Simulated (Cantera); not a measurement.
**Thermodynamics of oxide etching and cleaning by halides, feed MgO + Cl2 + N2**

Charge: 1 mol MgO, 1.5 mol Cl2, 14 mol N2, at 0.500 bar.

Method: chemical equilibrium by Gibbs-energy minimisation in Cantera with the NASA 1993 tables (ideal gas, pure condensed phases). Candidate condensed phases: Mg, MgCl2, MgO; 18 gas species. Equilibrium is a limit: real reactors are often held back by kinetics, nucleation or transport.

From 1223 K to 1523 K the condensed part is MgO(s). From 1573 K to 1823 K nothing is condensed. The main Mg-bearing gas is MgCl2 throughout.

```
T (K)  log p N2  log p Cl2  log p MgCl2  log p Cl  log p O2  log p NO  n MgO(s)
-----  --------  ---------  -----------  --------  --------  --------  --------
1223      -0.35      -1.37        -2.36     -2.91     -2.66     -4.75     0.864
1273      -0.35      -1.40        -2.16     -2.71     -2.46     -4.49     0.781
1323      -0.35      -1.45        -1.98     -2.54     -2.28     -4.26     0.671
1373      -0.35      -1.51        -1.83     -2.39     -2.14     -4.06     0.534
1423      -0.36      -1.60        -1.71     -2.27     -2.02     -3.88     0.383
1473      -0.36      -1.71        -1.62     -2.17     -1.92     -3.72     0.231
1523      -0.36      -1.84        -1.55     -2.09     -1.86     -3.58    0.0961
1573      -0.36      -1.97        -1.51     -2.02     -1.82     -3.46         0
1623      -0.36      -2.03        -1.51     -1.92     -1.82     -3.37         0
1673      -0.37      -2.10        -1.51     -1.83     -1.82     -3.29         0
1723      -0.37      -2.18        -1.51     -1.76     -1.82     -3.20         0
1773      -0.37      -2.28        -1.51     -1.70     -1.83     -3.13         0
1823      -0.37      -2.39        -1.51     -1.65     -1.83     -3.06         0
```
log p: log10 of the partial pressure in bar; n: condensed amount in mol.
